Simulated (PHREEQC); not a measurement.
A solution holds 0.03 mol/kgw CdCl2, 0.16 mol/kgw Na2SO4 and 0.24 mol/kgw HCl, at 15 °C. Closed to the air; pH follows from the charge balance.

All values are PHREEQC results (ion-association model, phreeqc.dat), not measurements.

```json
{
 "pH": "0.97",
 "ionic_strength": "0.513 mol/kgw",
 "activity_of_water": "0.985",
 "density": "1.026 g/cm³",
 "total_alkalinity": "-240 meq/kg"
}
```

| species | molality | activity | log γ |
|---|---|---|---|
| Na+ | 0.307 | 0.221 | -0.142 |
| Cl- | 0.265 | 0.173 | -0.186 |
| H+ | 0.139 | 0.106 | -0.116 |
| HSO4- | 0.101 | 0.0745 | -0.132 |
| SO4-2 | 0.0428 | 0.00887 | -0.683 |
| CdCl+ | 0.0165 | 0.0122 | -0.132 |
| NaSO4- | 0.0133 | 0.00922 | -0.159 |
| CdCl2 | 0.00753 | 0.00847 | 0.051 |

This is a speciation only: nothing precipitates in the calculation. Complexes and solids missing from the database can't appear.
